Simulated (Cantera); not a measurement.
Input: 1 mol B, 2.3 mol N₂, equilibrated at 1.40 mbar.

Cantera equilibrium calculation (NASA polynomials, part measured and part estimated; ideal gas, pure solids and liquids). Candidate condensed phases: B, BN; 5 gas species. N₂ is the only nitrogen source here; it is nearly inert below about 1500 K, so the nitride shown seldom forms there in practice. Equilibrium is a limit: real reactors are often held back by kinetics, nucleation or transport. All values below are at 773 K.

Base state: N₂ 1.00 (mole fractions); condensed: BN(s).

**Question.** What changes in the equilibrium state with this change: B replaced by B₂O₃?

**Answer.** 
```tsv
species	before	after
N₂	1.00	1.00
BN(s), mol	1.00	0
B₂O₃(l), mol	0	1.00
```
Further candidate phases: B₂O₃.
